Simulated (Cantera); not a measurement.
**CaCl2 + H2O + N2 (halide evaporation, hydrolysis and transport)**

Charge: 1 mol CaCl2, 9.4 mol H2O, a varied amount of N2, at 2098.15 K and 3.00 mbar.

Cantera equilibrium calculation (NASA polynomials, part measured and part estimated; ideal gas, pure solids and liquids). Candidate condensed phases: Ca, CaCl2, CaO, Ca(OH)2, H2O, NH4Cl; 36 gas species. Condensed phases not in the tables: oxide chlorides. Equilibrium is a limit: real reactors are often held back by kinetics, nucleation or transport.

```json
[
 {"n(N2) (mol)": "0.16", "x N2": "0.0142", "x H2O": "0.719", "x HCl": "0.109", "x H2": "0.0554", "x CaCl2": "0.0256", "x OH": "0.0204", "x O2": "0.0192", "x Cl": "0.0192", "x H": "0.0132", "n CaO(s)": "0.710"},
 {"n(N2) (mol)": "0.33", "x N2": "0.0290", "x H2O": "0.708", "x HCl": "0.108", "x H2": "0.0548", "x CaCl2": "0.0252", "x OH": "0.0202", "x O2": "0.0190", "x Cl": "0.0190", "x H": "0.0132", "n CaO(s)": "0.710"},
 {"n(N2) (mol)": "0.66", "x N2": "0.0564", "x H2O": "0.686", "x HCl": "0.104", "x H2": "0.0538", "x CaCl2": "0.0244", "x OH": "0.0197", "x O2": "0.0186", "x Cl": "0.0186", "x H": "0.0130", "n CaO(s)": "0.710"},
 {"n(N2) (mol)": "1.3", "x N2": "0.105", "x H2O": "0.649", "x HCl": "0.0986", "x H2": "0.0519", "x CaCl2": "0.0231", "x OH": "0.0190", "x O2": "0.0178", "x Cl": "0.0179", "x H": "0.0128", "n CaO(s)": "0.710"},
 {"n(N2) (mol)": "2.7", "x N2": "0.196", "x H2O": "0.579", "x HCl": "0.0879", "x H2": "0.0482", "x CaCl2": "0.0206", "x OH": "0.0176", "x O2": "0.0164", "x Cl": "0.0166", "x H": "0.0123", "n CaO(s)": "0.711"},
 {"n(N2) (mol)": "5.3", "x N2": "0.323", "x H2O": "0.482", "x HCl": "0.0732", "x H2": "0.0428", "x CaCl2": "0.0171", "x OH": "0.0156", "x O2": "0.0145", "x Cl": "0.0146", "x H": "0.0116", "n CaO(s)": "0.713"},
 {"n(N2) (mol)": "11", "x N2": "0.496", "x H2O": "0.352", "x HCl": "0.0533", "x H2": "0.0348", "x CaCl2": "0.0125", "x OH": "0.0126", "x O2": "0.0117", "x Cl": "0.0118", "x H": "0.0105", "n CaO(s)": "0.716"},
 {"n(N2) (mol)": "22", "x N2": "0.660", "x H2O": "0.230", "x HCl": "0.0348", "x H2": "0.0262", "x CaCl2": "0.00813", "x OH": "0.00947", "x O2": "0.00876", "x Cl": "0.00889", "x H": "0.00910", "n CaO(s)": "0.719"},
 {"n(N2) (mol)": "44", "x N2": "0.792", "x H2O": "0.134", "x HCl": "0.0202", "x H2": "0.0183", "x CaCl2": "0.00472", "x OH": "0.00660", "x O2": "0.00610", "x Cl": "0.00619", "x H": "0.00761", "n CaO(s)": "0.724"},
 {"n(N2) (mol)": "88", "x N2": "0.881", "x H2O": "0.0715", "x HCl": "0.0108", "x H2": "0.0121", "x CaCl2": "0.00252", "x OH": "0.00434", "x O2": "0.00401", "x Cl": "0.00407", "x H": "0.00618", "n CaO(s)": "0.728"}
]
```
x: gas mole fraction; n: condensed amount in mol.

From 0.16 mol N2 to 88 mol N2 the condensed part is CaO(s). The main Ca-bearing gas is CaCl2 throughout.
